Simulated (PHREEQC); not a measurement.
Dissolve 0.065 mmol/kgw Ca(HCO3)2, 6.7 mmol/kgw Pb(NO3)2 and 0.068 mmol/kgw H3BO3 at 41 °C and 300 atm. Closed to the air; pH follows from the charge balance.

Equilibrium calculation in PHREEQC: ion-association model, phreeqc.dat.

No solid was allowed to form.

What pH, ionic strength does the model give?

pH 5.56; ionic strength 0.0186 mol/kgw.

In which forms is N present?

NO3- 94 %, PbNO3+ 5.7 % of the N.

Under pressure, the constants of complexes without a molar volume in the database are unreliable. At this temperature some constants are extrapolated from 25 °C, and those without enthalpy data are left unchanged.
